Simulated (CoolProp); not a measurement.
Carbon monoxide at 195.65 K and 1.36 MPa is throttled through a valve to 0.883 MPa with no heat exchange. Each further row changes one setting.

Model: reference Helmholtz-energy equation of state, Lemmon 2006, in CoolProp. It is a short technical equation, of lower accuracy than the large ones.

```csv
case,temperature change (K),final density (kg/m³)
as stated,-2.6,15.8
outlet pressure 0.265 MPa,…,…
outlet pressure 1.15 MPa,-1.1,…
```

**Question.** Complete the blanks.

**Answer.** 
- outlet pressure 0.265 MPa, temperature change (K): -6.1
- outlet pressure 0.265 MPa, final density (kg/m³): 4.75
- outlet pressure 1.15 MPa, final density (kg/m³): 20.6
